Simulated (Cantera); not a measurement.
Input (Python, Cantera):

```python
import numpy as np
import cantera as ct

surf = ct.Interface("ptcombust.yaml", "Pt_surf")
gas = surf.adjacent["gas"]
gas.TPX = 475, 500000, {'H2': 0.013, 'O2': 0.059, 'N2': 0.79, 'H2O': 0.011}
surf.TP = 475, 500000
reactor = ct.FlowReactor(gas, clone=False)
reactor.area = 0.0001  # m2
reactor.surface_area_to_volume_ratio = 470  # 1/m
reactor.mass_flow_rate = 2.9 * reactor.area * gas.density  # inlet velocity 2.9 m/s
reactor.energy_enabled = False
wall = ct.ReactorSurface(surf, reactor, clone=False)
net = ct.ReactorNet([reactor])
net.rtol, net.atol = 1e-8, 1e-16
show, cover = ['H2', 'O2', 'H2O'], ['PT(S)', 'H(S)', 'O(S)', 'OH(S)', 'CO(S)', 'C(S)']

rows = []
print(f"{'z/m':>9s}{'u/(m/s)':>9s}" + "".join(f"{s:>13s}" for s in show + cover))
for z in [0.00024, 0.00051, 0.0011, 0.0024, 0.0051, 0.011, 0.024]:
    net.advance(z)
    rows.append([reactor.speed, *gas[show].X, *surf[cover].coverages])
    print(f"{z:9.4g}{rows[-1][0]:9.3g}" + "".join(f"{x:13.4e}" for x in rows[-1][1:]))
```

It prints:

```
      z/m  u/(m/s)           H2           O2          H2O        PT(S)         H(S)         O(S)        OH(S)        CO(S)         C(S)
  0.00024     2.89   1.1262e-02   6.5879e-02   1.6279e-02   2.4239e-01   2.1100e-06   5.3909e-01   2.1063e-01  -1.9406e-24  -7.2206e-29
  0.00051     2.89   8.7928e-03   6.4719e-02   1.8783e-02   1.9263e-01   1.1956e-06   5.9684e-01   2.0356e-01  -6.8961e-25   1.6820e-29
   0.0011     2.89   5.9001e-03   6.3360e-02   2.1716e-02   1.3203e-01   4.9240e-07   6.7672e-01   1.8592e-01   4.1399e-24   2.1968e-28
   0.0024     2.88   3.3873e-03   6.2180e-02   2.4263e-02   7.7238e-02   1.4912e-07   7.6360e-01   1.5576e-01   4.9441e-25   6.1111e-30
   0.0051     2.88   1.7830e-03   6.1426e-02   2.5890e-02   4.1155e-02   3.8837e-08   8.3565e-01   1.2128e-01   8.8478e-25  -6.9026e-30
    0.011     2.88   8.7157e-04   6.0998e-02   2.6814e-02   2.0259e-02   8.9079e-09   8.8998e-01   8.8789e-02  -9.1829e-23  -2.1200e-27
    0.024     2.88   4.0869e-04   6.0781e-02   2.7283e-02   9.5336e-03   1.9144e-09   9.2748e-01   6.2527e-02   6.9359e-23  -9.9519e-29
```

Detailed kinetics in Cantera: Deutschmann's 1995 Pt surface mechanism with GRI-Mech 3.0 gas chemistry. Catalytic surfaces can have several steady states; this one follows from the mechanism file's or the stated starting coverage. Mass transfer to the wall is taken as infinitely fast.
